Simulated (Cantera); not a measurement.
## Ignition delay

Mixture: 25.8 % H₂, 15.5 % O₂, 58.6 % N₂, equivalence ratio 0.83, at 1.00 bar, adiabatic and at constant pressure. Ignition delay is the time to a rise of 400 K.

Cantera simulation using GRI-Mech 3.0 (53 species, 325 reactions); the numbers are that mechanism's predictions, not measurements. Where the delays flatten at high temperature, the 400 K rule measures the pace of heat release, not the induction time.

| T0 (K) | delay (ms) |
|---|---|
| 1148 | 0.0640 |
| 1198 | 0.0481 |
| 1248 | 0.0380 |
| 1298 | 0.0312 |
| 1348 | 0.0265 |
| 1398 | 0.0232 |
| 1448 | 0.0209 |
